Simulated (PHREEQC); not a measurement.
Consider water at 20 °C with 0.15 mol HF, 0.0033 mol KHF2 and 0.012 mol H3PO4 per kg of water. Closed to the air; pH follows from the charge balance.

Computed with PHREEQC (ion-association model, phreeqc.dat).

Precipitation was switched off in this run.

Question: What pH, ionic strength does the model give?

Answer: pH 1.88; ionic strength 0.0180 mol/kgw.

Question: In which forms is P present?

Answer: H3PO4 61 %, H2PO4- 38 % of the P.
